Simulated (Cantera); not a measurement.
Input: 1 mol n-butane, 0.0076 mol O₂, 0.37 mol H₂, held at 6.10 mbar.

Points: T (K) = 598, 648, 698, 748, 798, 848, 898, 948, 998, 1048, 1098, 1148.

Cantera's Mixture.equilibrate('TP', solver="vcs", rtol=1e-11, max_steps=5000) on the NASA tables stopped like this:

```
ERROR: FAILURE its = 5001!

*******************************************************************************
CanteraError thrown by MultiPhase::equilibrate:
VCS solver failed. Return code: -1
*******************************************************************************
```

Problem. What got this run through?

Solution. Several could match; the one computed here: The failure is numerical, not chemical. The same input converged with solver="gibbs", rtol=1e-10, max_steps=50000, and the result passed a check of the equilibrium conditions:
```
log10 of partial pressures in bar; condensed amounts in mol
       T/K        H2       CH4       H2O        CO     C(gr)
       598    -2.370    -2.741    -4.656    -6.634     2.769
       648    -2.275    -3.114    -4.743    -5.908     3.397
       698    -2.238    -3.527    -4.887    -5.310     3.746
       748    -2.224    -3.928    -5.197    -4.956     3.888
       798    -2.220    -4.296    -5.650    -4.822     3.943
       848    -2.218    -4.629    -6.131    -4.782     3.965
       898    -2.217    -4.928    -6.584    -4.770     3.975
       948    -2.216    -5.198    -6.996    -4.766     3.979
       998    -2.216    -5.443    -7.370    -4.765     3.982
      1048    -2.216    -5.666    -7.709    -4.764     3.983
      1098    -2.216    -5.869    -8.017    -4.764     3.984
      1148    -2.216    -6.055    -8.298    -4.764     3.984
```

The gas is ideal and each condensed phase is pure.
